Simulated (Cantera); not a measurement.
A perfectly stirred reactor is fed with NH3 : H2 = 1 : 1.7 (molar parts), at 0.260 bar; it is held at 1800 K, and followed from long to short residence time.

Detailed kinetics in Cantera: the gas-phase N/H chemistry of the illustrative SiF4/NH3 mechanism in the Surface Chemkin manual (1991). Walls and surfaces, which speed up NH3 decomposition in real reactors, are not modelled.

```tsv
quantity	before	after
x(NH3) at τ = 2.20 s	0.155	0.353
x(H2) at τ = 2.20 s	0.766	0.641
x(NH2) at τ = 2.20 s	0.000126	4.46e-5
x(H) at τ = 2.20 s	0.000233	3.47e-5
x(N) at τ = 2.20 s	1.12e-7	5.60e-9
x(NH3) at τ = 50.0 ms	0.358	0.370
x(H2) at τ = 50.0 ms	0.637	0.630
x(NH2) at τ = 50.0 ms	0.000217	4.14e-5
x(H) at τ = 50.0 ms	0.000145	3.01e-5
x(N) at τ = 50.0 ms	1.03e-7	4.07e-9
```

**Question.** What was changed between the two runs?
(A) NH3 1 to 0.2 parts
(B) H2 1.7 to 13 parts
(C) temperature 1800 to 1975 K
(D) temperature 1800 to 1575 K

**Answer.** D, temperature 1800 to 1575 K
